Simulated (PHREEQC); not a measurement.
Synthetic water in mg/L, 25 °C, pH 7.96, pe 9.2:

```csv
constituent,mg/L
Na,13.3
K,0.335
Ca,3.66
Mg,3.42
Cl,3.79
S(6) as SO4,33.5
Alkalinity as HCO3,15.1
Pb,0.842
Br,1.39
```

Valence states are taken as typed.

Equilibrium calculation in PHREEQC: ion-association model, phreeqc.dat.

Each row changes one thing in this solution. This is a speciation only: nothing precipitates in the calculation.

| case | ionic strength (mol/kgw) | SO4-2 (mol/kgw) | HCO3- (mol/kgw) | Mg+2 (mol/kgw) | Ca+2 (mol/kgw) | MgSO4 (mol/kgw) | SI of Cerussite (PbCO3) | SI of Pb(OH)2 (Pb(OH)2) |
|---|---|---|---|---|---|---|---|---|
| as made | 0.00159 | 0.000337 | 0.000236 | 0.000133 | 8.73e-5 | 7.39e-6 | +0.42 | +1.07 |
| Na from 13.3 to 39.9 mg/L | 0.00217 | 0.000336 | 0.000236 | 0.000133 | 8.75e-5 | 7.00e-6 | +0.42 | +1.07 |
| all concentrations times 3 at the same typed pH | 0.00460 | 0.000963 | ? | 0.000373 | ? | 4.76e-5 | +0.94 | +1.13 |
| pH from 7.96 to 8.26 at the same alkalinity | 0.00159 | 0.000337 | 0.000232 | 0.000133 | 8.72e-5 | 7.38e-6 | +0.43 | +1.39 |
| pH from 7.96 to 7.46 at the same alkalinity | 0.00159 | 0.000337 | 0.000239 | 0.000133 | 8.74e-5 | 7.39e-6 | +0.35 | +0.50 |
| Ca from 3.66 to 11 mg/L | 0.00193 | 0.000330 | 0.000235 | 0.000133 | 0.000263 | 7.03e-6 | +0.42 | +1.07 |

Problem. Some entries are withheld; supply them.

Solution. 
- all concentrations times 3 at the same typed pH, HCO3- (mol/kgw): 0.000703
- all concentrations times 3 at the same typed pH, Ca+2 (mol/kgw): 0.000248

Species that the database lacks are ignored. Some of these states are supersaturated (in Pb(OH)2, Cerussite, for instance).
